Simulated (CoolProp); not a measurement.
Vapour-liquid equilibrium of n-heptane (1) + p-xylene (2) at 27.65 °C; x and y are mole fractions of (1).

Computed with CoolProp (multi-fluid Helmholtz-energy mixture model, Span 2003 and Zhou 2012; pair parameters Bell 2016).

```csv
x,bubble pressure (kPa),y at the bubble point,dew pressure at overall composition x (kPa),liquid density (mol/L)
0.05,1.784,0.270,1.431,7.974
0.2,2.851,0.609,1.655,7.760
0.35,3.737,0.750,1.960,7.555
0.5,4.517,0.833,2.397,7.358
0.65,(withheld),(withheld),3.068,7.170
0.8,5.961,0.942,4.180,6.989
0.95,(withheld),0.986,(withheld),6.815
```

Problem. Complete the blanks.

Solution. 
- 0.65, bubble pressure (kPa): 5.246
- 0.65, y at the bubble point: 0.893
- 0.95, bubble pressure (kPa): 6.691
- 0.95, dew pressure at overall composition x (kPa): 6.085

No azeotrope shows between x = 0.05 and 0.95.

Pair parameters are fitted to limited data, so mixtures are less certain than the pure fluids.
